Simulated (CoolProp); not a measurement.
Vapour-liquid equilibrium of ethane (1) + propylene (2) at 0.0615 MPa; x and y are mole fractions of (1).

Values from CoolProp's multi-fluid Helmholtz-energy mixture model, Bücker 2006 and Lemmon 2013; pair parameters Bell 2016.

```tsv
x	bubble temperature (K)	y at the bubble point	dew temperature at overall composition x (K)	liquid density (mol/L)
0.05	209.5	0.284	214.2	15.06
0.2	198.0	0.683	211.4	15.70
0.35	190.9	0.833	208.0	16.26
0.5	186.0	0.906	204.1	16.77
0.65	182.2	0.948	199.3	17.27
0.8	179.2	0.976	192.7	17.77
0.95	176.6	0.995	182.0	18.28
```

No azeotrope shows between x = 0.05 and 0.95.

Pair parameters are fitted to limited data, so mixtures are less certain than the pure fluids.
